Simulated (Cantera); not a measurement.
Charge: 1 mol Si3N4, 0.02 mol C, a varied amount of H2, at 1848 K and 2.10 bar.

These are equilibrium values from Cantera (NASA tables, ideal gas, pure condensed phases), not measurements of a reactor. Candidate condensed phases: C, C6H6, C7H8, C8H18, Si, SiC, Si3N4; 105 gas species. Mutual solubility and eutectic melting of coexisting phases are not modelled. Gases not in the tables: Si2H6 and higher silanes. Kinetics and transport are ignored.

### Question
Which condensed phases are stable at each of these points (n(H2) (mol)): 0.011, 0.024, 0.053, 0.12, 0.26, 0.57, 1.3, 2.8?

### Answer
| n(H2) (mol) | condensed phases | Si condensed (%) |
|---|---|---|
| 0.011 | SiC(s) + Si3N4(s) | 100.0 |
| 0.024 | SiC(s) + Si3N4(s) | 100.0 |
| 0.053 | SiC(s) + Si3N4(s) | 100.0 |
| 0.12 | SiC(s) + Si3N4(s) | 100.0 |
| 0.26 | SiC(s) + Si3N4(s) | 100.0 |
| 0.57 | SiC(s) + Si3N4(s) | 100.0 |
| 1.3 | SiC(s) + Si3N4(s) | 100.0 |
| 2.8 | Si(l) + SiC(s) + Si3N4(s) | 100.0 |

From 0.011 mol H2 to 1.3 mol H2 the condensed part is SiC(s) + Si3N4(s). At 2.8 mol H2 the condensed part is Si(l) + SiC(s) + Si3N4(s).
